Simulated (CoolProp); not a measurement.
Benzene along the isotherm 330.85 °C: fugacity coefficient from the reference equation and from simpler models built on Tc = 288.9 °C, pc = 4906 kPa, ω = 0.211; each cubic takes its own stable root.

Model: reference Helmholtz-energy equation of state, Thol 2012, in CoolProp.

| p (kPa) | phase | reference | van der Waals | Redlich-Kwong | Soave-Redlich-Kwong | Peng-Robinson |
|---|---|---|---|---|---|---|
| 23.3 | gas | 0.9987 | 0.9988 | 0.9987 | 0.9987 | 0.9986 |
| 34.2 | gas | 0.9981 | 0.9983 | 0.9981 | 0.9981 | 0.9979 |
| 50.1 | gas | 0.9973 | 0.9975 | 0.9972 | 0.9973 | 0.9969 |
| 73.6 | gas | 0.9960 | 0.9963 | 0.9959 | 0.9960 | 0.9954 |
| 108 | gas | 0.9941 | 0.9945 | 0.9939 | 0.9941 | 0.9933 |
| 159 | gas | 0.9913 | 0.9919 | 0.9911 | 0.9913 | 0.9902 |
| 233 | gas | 0.9873 | 0.9882 | 0.9869 | 0.9873 | 0.9856 |
| 342 | gas | 0.9814 | 0.9827 | 0.9808 | 0.9814 | 0.9790 |
| 501 | gas | 0.9728 | 0.9746 | 0.9720 | 0.9728 | 0.9693 |
| 736 | gas | 0.9601 | 0.9628 | 0.9589 | 0.9602 | 0.9551 |
| 1080 | gas | 0.9417 | 0.9455 | 0.9400 | 0.9418 | 0.9345 |
| 1590 | gas | 0.9147 | 0.9199 | 0.9122 | 0.9149 | 0.9046 |
| 2330 | gas | 0.8760 | 0.8829 | 0.8724 | 0.8764 | 0.8621 |
| 3420 | gas | 0.8198 | 0.8284 | 0.8148 | 0.8207 | 0.8015 |
| 5010 | supercritical | 0.7386 | 0.7473 | 0.7320 | 0.7411 | 0.7168 |
| 7360 | supercritical | 0.6185 | 0.6185 | 0.6104 | 0.6264 | 0.5990 |
